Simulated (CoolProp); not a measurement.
Values from CoolProp's reference Helmholtz-energy equation of state, Thol 2016.

Problem. Give the vapour pressure (bar), vapour density (kg/m³), liquid cp (kJ/(kg K)), surface tension (mN/m) of saturated hexamethyldisiloxane (MM) at 339.9, 425 K.

Solution. 
| T (K) | p (bar) | vapour density (kg/m³) | liquid cp (kJ/(kg K)) | surface tension (mN/m) |
|---|---|---|---|---|
| 339.9 | 0.337 | 2.00 | 2.01 | 11.8 |
| 425 | 3.65 | 19.9 | 2.29 | 5.19 |

Surface tension comes from a separate correlation (Mulero 2014), older than this fluid's equation and unchecked against measurements.
